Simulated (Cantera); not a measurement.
# Equilibrium for chlorosilane synthesis and conversion: Si + Cl₂ + H₂

Input: 1 mol Si, 1.8 mol Cl₂, 1.5 mol H₂, held at 0.320 bar.

Equilibrium computed with Cantera from the NASA thermochemical tables; the gas is ideal and each condensed phase is pure. Candidate condensed phases: Si; 19 gas species. The tables' values for SiCl₃ are old estimates; treat these amounts as uncertain. Kinetics and transport are ignored.

| T (K) | x H₂ | x SiCl₄ | x SiHCl₃ | x HCl | x SiCl₃ | n Si(s) |
|---|---|---|---|---|---|---|
| 673 | 0.592 | 0.314 | 0.0916 | 0.000257 | 6.91e-6 | 0.0445 |
| 723 | 0.593 | 0.315 | 0.0895 | 0.000624 | 2.55e-5 | 0.0458 |
| 773 | 0.593 | 0.316 | 0.0876 | 0.00135 | 7.92e-5 | 0.0471 |
| 823 | 0.592 | 0.317 | 0.0857 | 0.00264 | 0.000214 | 0.0488 |
| 873 | 0.592 | 0.317 | 0.0839 | 0.00479 | 0.000515 | 0.0507 |
| 923 | 0.590 | 0.317 | 0.0821 | 0.00811 | 0.00112 | 0.0531 |
| 973 | 0.587 | 0.315 | 0.0801 | 0.0130 | 0.00225 | 0.0560 |
x: gas mole fraction; n: condensed amount in mol.

From 673 K to 973 K the condensed part is Si(s). The main Si-bearing gas is SiCl₄ throughout. The share of Si in condensed phases is highest at 973 K (5.6 %) and lowest at 673 K (4.5 %).
